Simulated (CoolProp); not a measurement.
A Linde-Hampson liquefier for ethane: isothermal reversible compression at 320 K from 1 atm to 25 MPa, throttling to 1 atm, return gas leaving the recuperator 10 K below the feed. Each further row changes one setting.

Computed with CoolProp (reference Helmholtz-energy equation of state, Bücker 2006).

```tsv
case	liquid yield per pass	compression work (kJ/kg of gas)
as stated	(withheld)	378
high pressure 50 MPa	(withheld)	(withheld)
warm-end temperature 350 K	(withheld)	(withheld)
warm-end gap 15 K	(withheld)	378
```

### Question
Fill in the missing entries.

### Answer

- as stated, liquid yield per pass: 0.453
- high pressure 50 MPa, liquid yield per pass: 0.436
- high pressure 50 MPa, compression work (kJ/kg of gas): 436
- warm-end temperature 350 K, liquid yield per pass: 0.374
- warm-end temperature 350 K, compression work (kJ/kg of gas): 443
- warm-end gap 15 K, liquid yield per pass: 0.446
